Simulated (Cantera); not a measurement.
A closed system holds: 1 mol C₂F₆, 0.016 mol CH₄, 4 mol H₂, equilibrated at 625 °C and 99.0 Pa.

These are equilibrium values from Cantera (NASA tables, ideal gas, pure condensed phases), not measurements of a reactor. Candidate condensed phases: C, C₆H₆, C₇H₈, C₈H₁₈; 95 gas species. The feed counts by its element totals alone. The numbers say what is thermodynamically allowed, not how fast it happens.

Question: What is the equilibrium state?

Answer: 
- x(HF): 0.853
- x(H₂): 0.147
- x(CH₄): 6.82e-6
- n(C(graphite)): 2.02 mol
- gas amount: 7.032 mol
